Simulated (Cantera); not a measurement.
Mixture: 3.58 % CO, 0.150 % H₂, 4.65 % CH₄, 19.2 % O₂, 72.2 % N₂, 0.132 % CO₂, equivalence ratio 0.58, at 19.0 bar, adiabatic and at constant volume. Ignition delay is the time to a rise of 400 K.

Computed with Cantera and GRI-Mech 3.0 (53 species, 325 reactions). The pressure lies above the range GRI-Mech 3.0 was tuned for (to about 10 atm).

Problem. Predict: delay at 1200 K; delay at 1350 K; delay at 1500 K; delay at 1650 K; delay at 1800 K; apparent activation energy between 1725 and 1875 K.

Solution. 
| Property | Result |
|---|---|
| delay at 1200 K | 1.88 ms |
| delay at 1350 K | 0.318 ms |
| delay at 1500 K | 73.8 µs |
| delay at 1650 K | 21.8 µs |
| delay at 1800 K | 7.82 µs |
| apparent activation energy between 1725 and 1875 K | 170 kJ/mol |
